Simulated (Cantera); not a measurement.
Input (Python, Cantera):

```python
import numpy as np
import cantera as ct

surf = ct.Interface("diamond.yaml", "diamond_100")
gas, bulk = surf.adjacent["gas"], surf.adjacent["diamond"]
k = surf.kinetics_species_index(bulk.species_names[0])
cover = ["c6HH", "c6H*", "c6*H", "c6**", "c6HM", "c6B"]

rows, drift = [], 0.0
print(f"{'T':>10s}{'um/h':>11s}" + "".join(f"{s:>11s}" for s in cover))
for v in [900, 950, 1000, 1050, 1100, 1150, 1200, 1250, 1300, 1350, 1400]:
    T, P, xH, xCH3 = v, 4100, 0.007, 0.00033
    gas.TPX = T, P, {"H": xH, "CH3": xCH3, "CH4": 0.014, "H2": 1 - xH - xCH3 - 0.014}
    surf.TP = bulk.TP = T, P
    surf.coverages = "c6H*:0.1, c6HH:0.9"
    surf.advance_coverages(100.0)
    before = surf.coverages
    surf.advance_coverages(100.0)
    drift = max(drift, np.max(np.abs(surf.coverages - before) / (surf.coverages + 1e-9)))
    rate = surf.net_production_rates[k] * bulk.mean_molecular_weight / bulk.density * 3.6e9
    rows.append([rate, *surf[cover].coverages])
    print(f"{v:10.4g}{rate:11.4e}" + "".join(f"{x:11.3e}" for x in rows[-1][1:]))
```

It prints:

```
         T       um/h       c6HH       c6H*       c6*H       c6**       c6HM        c6B
       900 4.0303e+00  6.598e-01  1.002e-02  2.791e-01  4.139e-03  3.780e-02  1.094e-08
       950 5.3353e+00  6.185e-01  1.362e-02  3.221e-01  6.360e-03  3.021e-02  1.448e-08
      1000 6.6928e+00  5.778e-01  1.775e-02  3.623e-01  9.302e-03  2.398e-02  1.816e-08
      1050 7.7833e+00  5.389e-01  2.236e-02  3.992e-01  1.304e-02  1.836e-02  2.112e-08
      1100 7.9867e+00  5.028e-01  2.736e-02  4.327e-01  1.764e-02  1.276e-02  2.167e-08
      1150 6.8570e+00  4.695e-01  3.268e-02  4.625e-01  2.309e-02  7.476e-03  1.861e-08
      1200 5.0490e+00  4.383e-01  3.816e-02  4.876e-01  2.933e-02  3.619e-03  1.370e-08
      1250 3.6650e+00  4.091e-01  4.363e-02  5.077e-01  3.621e-02  1.537e-03  9.945e-09
      1300 3.0284e+00  3.823e-01  4.902e-02  5.232e-01  4.361e-02  6.195e-04  8.218e-09
      1350 2.8792e+00  3.582e-01  5.430e-02  5.349e-01  5.140e-02  2.470e-04  7.813e-09
      1400 2.8076e+00  3.367e-01  5.942e-02  5.434e-01  5.948e-02  9.803e-05  7.618e-09
```

Cantera simulation using the Harris–Goodwin 1993 mechanism for the reconstructed diamond (100) surface; the numbers are that mechanism's predictions, not measurements.
